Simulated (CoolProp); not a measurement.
Computed with CoolProp (reference Helmholtz-energy equation of state, de Reuck 1993).

**Question.** For methanol, give the phase and the Z, cv (kJ/(kg K)), Joule-Thomson coefficient (K/MPa) at 206.85 °C and 1.12 MPa; 206.85 °C and 2.31 MPa; 206.85 °C and 41.1 MPa.

**Answer.** 
- 206.85 °C and 1.12 MPa: gas; Z 0.937, cv 1.79, Joule-Thomson coefficient 16.6
- 206.85 °C and 2.31 MPa: gas; Z 0.851, cv 2.23, Joule-Thomson coefficient 16.9
- 206.85 °C and 41.1 MPa: liquid; Z 0.505, cv 3.03, Joule-Thomson coefficient -0.0435
